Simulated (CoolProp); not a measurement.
The numbers come from the reference Helmholtz-energy equation of state, Lemmon 2005 in CoolProp. It is a short technical equation, of lower accuracy than the large ones.

**Question.** Give the vapour pressure (MPa), liquid density (kg/m³), enthalpy of vaporisation (kJ/kg), liquid cp (kJ/(kg K)) of saturated 1-butene at 263.1 K.

**Answer.** 
```
T (K)  p (MPa)  liquid density (kg/m³)  enthalpy of vaporisation (kJ/kg)  liquid cp (kJ/(kg K))
-----  -------  ----------------------  --------------------------------  ---------------------
263.1   0.0874                     630                               396                   2.15
```
